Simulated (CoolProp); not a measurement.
Properties of CHF3 (R23) along the isobar 36.1 bar (Tc = 299.3 K, pc = 48.32 bar, ω = 0.263).

The numbers come from the reference Helmholtz-energy equation of state, Penoncello 2003 in CoolProp.

```csv
T (K),phase,Joule-Thomson coefficient (K/MPa),expansivity (1/kK),viscosity (µPa s)
151.3,liquid,-0.3552,2.139,700
160.2,liquid,-0.3448,2.210,566
169.2,liquid,-0.3320,2.290,467
178.2,liquid,-0.3164,2.383,393
187.1,liquid,-0.2976,2.490,337
196.1,liquid,-0.2743,2.619,292
205.1,liquid,-0.2456,2.774,255
214,liquid,-0.2105,2.961,224
223,liquid,-0.1662,3.196,198
231.9,liquid,-0.1107,3.490,176
240.9,liquid,-0.03804,3.880,156
249.9,liquid,0.05907,4.409,138
258.8,liquid,0.1933,5.166,122
267.8,liquid,0.3972,6.381,106
276.8,liquid,0.7463,8.698,90.5
```

Viscosity comes from a separate model (Shan 2000).
